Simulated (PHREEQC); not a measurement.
Make-up at 25 °C: 2.5 mmol/kgw K2CO3. Closed to the air; pH follows from the charge balance.

Equilibrium calculation in PHREEQC: ion-association model, wateq4f.dat.

This is a speciation only: nothing precipitates in the calculation.

### Question
What pH does the model give?

### Answer
pH 10.73.

### Question
In which forms is C present?

### Answer
CO3-2 76 %, HCO3- 24 % of the C.

Species that the database lacks are ignored.
